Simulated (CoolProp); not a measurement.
The numbers come from the reference Helmholtz-energy equation of state, Wu 2011 in CoolProp.

Problem. Give the vapour pressure (MPa), liquid density (kg/m³), vapour Z of saturated dimethyl ether at 33.45, 66.85 °C.

Solution. 
| T (°C) | p (MPa) | liquid density (kg/m³) | vapour Z |
|---|---|---|---|
| 33.45 | 0.748 | 647 | 0.862 |
| 66.85 | 1.69 | 585 | 0.760 |
